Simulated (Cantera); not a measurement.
An isothermal, constant-pressure homogeneous reactor starts with 2.01 % H₂, 91.4 % O₂, 6.58 % H₂O, at 1300 K and 0.0132 atm.

Model: the H2/O2 subset of GRI-Mech 3.0, which has no nitrogen chemistry, integrated in Cantera. Radical loss at walls, strong at low pressure, is not modelled.

x: mole fraction; the columns are a selection and need not sum to one.

| t (s) | x H₂ | x O₂ | x H | x OH | x O | x H₂O | x HO₂ |
|---|---|---|---|---|---|---|---|
| 4.00e-6 | 0.0201 | 0.914 | 3.62e-10 | 3.78e-11 | 2.46e-11 | 0.0658 | 4.00e-10 |
| 1.59e-5 | 0.0201 | 0.914 | 1.21e-9 | 3.91e-10 | 3.42e-10 | 0.0658 | 1.59e-9 |
| 6.34e-5 | 0.0201 | 0.914 | ? | ? | ? | 0.0658 | ? |
| 0.000252 | 0.0201 | 0.914 | 1.01e-8 | 3.09e-8 | 3.45e-8 | 0.0658 | 2.53e-8 |
| 0.00100 | 0.0201 | 0.914 | 3.80e-7 | 1.48e-6 | 1.77e-6 | 0.0658 | 1.06e-7 |
| 0.00400 | 0.00125 | 0.898 | 0.00230 | 0.00420 | 0.0128 | 0.0814 | 2.94e-6 |
| 0.0159 | 0.000500 | 0.900 | 0.00158 | 0.00350 | 0.0108 | 0.0831 | 2.61e-6 |
| 0.0634 | 0.000237 | 0.907 | 0.000507 | 0.00242 | 0.00507 | 0.0848 | 1.86e-6 |
| 0.252 | 4.46e-5 | 0.912 | 4.11e-5 | 0.00105 | 0.000948 | 0.0861 | 6.76e-7 |
| 1.00 | ? | 0.913 | ? | ? | ? | 0.0866 | ? |
| 4.00 | 6.73e-7 | 0.913 | 7.69e-8 | 0.000130 | 1.44e-5 | 0.0867 | 3.06e-8 |

Task: Some entries are withheld; supply them.

Result: 
- 6.34e-5, x H: 3.04e-9
- 6.34e-5, x OH: 3.71e-9
- 6.34e-5, x O: 3.67e-9
- 6.34e-5, x HO₂: 6.34e-9
- 1.00, x H₂: 5.07e-6
- 1.00, x H: 1.58e-6
- 1.00, x OH: 0.000356
- 1.00, x O: 0.000108
- 1.00, x HO₂: 1.24e-7
